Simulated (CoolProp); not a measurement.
Dodecamethylcyclohexasiloxane (D6) along the isobar 1.1 MPa: density (kg/m³) from the reference equation and from simpler models built on Tc = 372.6 °C, pc = 0.9614 MPa, ω = 0.736; each cubic takes its own stable root.

Computed with CoolProp (reference Helmholtz-energy equation of state, Colonna 2008). It is a short technical equation, of lower accuracy than the large ones.

| T (°C) | phase | reference | van der Waals | Redlich-Kwong | Soave-Redlich-Kwong | Peng-Robinson |
|---|---|---|---|---|---|---|
| 171.65 | liquid | 807.8 | 475.3 | 681.9 | 745.7 | 839.6 |
| 183.95 | liquid | 793.2 | 468.8 | 670.0 | 734.6 | 827.6 |
| 196.25 | liquid | 778.3 | 462.2 | 657.6 | 722.8 | 814.7 |
| 208.55 | liquid | 763.1 | 455.3 | 644.7 | 710.3 | 801.0 |
| 220.75 | liquid | 747.6 | 448.2 | 631.5 | 697.1 | 786.4 |
| 233.05 | liquid | 731.5 | 440.7 | 617.5 | 682.9 | 770.7 |
| 245.35 | liquid | 714.8 | 432.9 | 602.9 | 667.7 | 753.8 |
| 257.65 | liquid | 697.5 | 424.7 | 587.6 | 651.3 | 735.5 |
| 269.95 | liquid | 679.3 | 416.1 | 571.4 | 633.6 | 715.6 |
| 282.25 | liquid | 660.2 | 406.9 | 554.3 | 614.5 | 694.0 |
| 294.55 | liquid | 639.7 | 397.1 | 536.1 | 593.5 | 670.2 |
| 306.85 | liquid | 617.6 | 386.6 | 516.4 | 570.5 | 643.8 |
| 319.15 | liquid | 593.4 | 375.1 | 495.1 | 544.7 | 614.2 |
